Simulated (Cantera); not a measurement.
A Cantera script and what it prints.

```python
import numpy as np
import cantera as ct

gas_names = [...]  # 91 gases of nasa_gas.yaml made of C, Cl, H
cond_names = """
    C(gr) C6H6(L) C7H8(L) C8H18(L),n-octa
""".split()


# ... load() reads the species with a 1 bar reference pressure and builds the phases ...
atoms = {
    'CCl4': {'C': 1, 'CL': 4},
    'CH4': {'C': 1, 'H': 4},
    'H2': {'H': 2},
}
top_T = {'C(gr)': 4500}  # K; cautious upper limits of use, not melting points


# ... equilibrate(T, P, feed) seeds the gas with the atoms and calls Mixture.equilibrate('TP', solver="vcs", rtol=1e-11, max_steps=5000) ...
results = []
feed = {'CCl4': 1, 'CH4': 0.058, 'H2': 0.74}  # mol
for P in [1, 6.8, 46, 320, 2200, 15000, 100000]:
    for T in [2475, 2525, 2575, 2625, 2675, 2725, 2775, 2825, 2875, 2925, 2975, 3025, 3075]:
        mix = equilibrate(T, P, feed)
        results.append((T, P, feed, dict(zip(mix.species_names, mix.species_moles))))

for T, P, feed, n in results:
    print(f"{T:7g} {P:10.4g}  " + (" + ".join(c for c in cond_names if n.get(c, 0) > 1e-12) or "gas only"))
```

Result:

```
   2475          1  C(gr)
   2525          1  gas only
   2575          1  gas only
   2625          1  gas only
   2675          1  gas only
   2725          1  gas only
   2775          1  gas only
   2825          1  gas only
   2875          1  gas only
   2925          1  gas only
   2975          1  gas only
   3025          1  gas only
   3075          1  gas only
   2475        6.8  C(gr)
   2525        6.8  C(gr)
   2575        6.8  C(gr)
   2625        6.8  C(gr)
   2675        6.8  gas only
   2725        6.8  gas only
   2775        6.8  gas only
   2825        6.8  gas only
   2875        6.8  gas only
   2925        6.8  gas only
   2975        6.8  gas only
   3025        6.8  gas only
   3075        6.8  gas only
   2475         46  C(gr)
   2525         46  C(gr)
   2575         46  C(gr)
   2625         46  C(gr)
   2675         46  C(gr)
   2725         46  C(gr)
   2775         46  C(gr)
   2825         46  gas only
   2875         46  gas only
   2925         46  gas only
   2975         46  gas only
   3025         46  gas only
   3075         46  gas only
   2475        320  C(gr)
   2525        320  C(gr)
   2575        320  C(gr)
   2625        320  C(gr)
   2675        320  C(gr)
   2725        320  C(gr)
   2775        320  C(gr)
   2825        320  C(gr)
   2875        320  C(gr)
   2925        320  C(gr)
   2975        320  gas only
   3025        320  gas only
   3075        320  gas only
   2475       2200  C(gr)
   2525       2200  C(gr)
   2575       2200  C(gr)
   2625       2200  C(gr)
   2675       2200  C(gr)
   2725       2200  C(gr)
   2775       2200  C(gr)
   2825       2200  C(gr)
   2875       2200  C(gr)
   2925       2200  C(gr)
   2975       2200  C(gr)
   3025       2200  C(gr)
   3075       2200  C(gr)
   2475    1.5e+04  C(gr)
   2525    1.5e+04  C(gr)
   2575    1.5e+04  C(gr)
   2625    1.5e+04  C(gr)
   2675    1.5e+04  C(gr)
   2725    1.5e+04  C(gr)
   2775    1.5e+04  C(gr)
   2825    1.5e+04  C(gr)
   2875    1.5e+04  C(gr)
   2925    1.5e+04  C(gr)
   2975    1.5e+04  C(gr)
   3025    1.5e+04  C(gr)
   3075    1.5e+04  C(gr)
   2475      1e+05  C(gr)
   2525      1e+05  C(gr)
   2575      1e+05  C(gr)
   2625      1e+05  C(gr)
   2675      1e+05  C(gr)
   2725      1e+05  C(gr)
   2775      1e+05  C(gr)
   2825      1e+05  C(gr)
   2875      1e+05  C(gr)
   2925      1e+05  C(gr)
   2975      1e+05  C(gr)
   3025      1e+05  C(gr)
   3075      1e+05  C(gr)
```

Cantera equilibrium calculation (NASA polynomials, part measured and part estimated; ideal gas, pure solids and liquids).
